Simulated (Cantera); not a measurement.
A closed system holds: 1 mol Si₂Cl₆, 4.5 mol H₂, held at 1125 K and 0.0100 bar.

Equilibrium computed with Cantera from the NASA thermochemical tables; the gas is ideal and each condensed phase is pure. Candidate condensed phases: Si; 19 gas species. The feed counts by its element totals alone. The tables' values for SiCl₃ are old estimates; treat these amounts as uncertain. The numbers say what is thermodynamically allowed, not how fast it happens.

Base state: H₂ 0.666, SiCl₄ 0.174, HCl 0.0917, SiCl₂ 0.0268, SiHCl₃ 0.0219, SiCl₃ 0.0194, SiH₂Cl₂ 0.000339 (mole fractions); condensed: Si(s).

### Question
What changes in the equilibrium state with this change: Si₂Cl₆ replaced by SiH₄?

### Answer
```tsv
species	before	after
H₂	0.666	1.00
SiCl₄	0.174	0
HCl	0.0917	0
SiCl₂	0.0268	0
SiHCl₃	0.0219	0
SiCl₃	0.0194	0
SiH₂Cl₂	0.000339	0
Si(s), mol	0.494	1.00
```
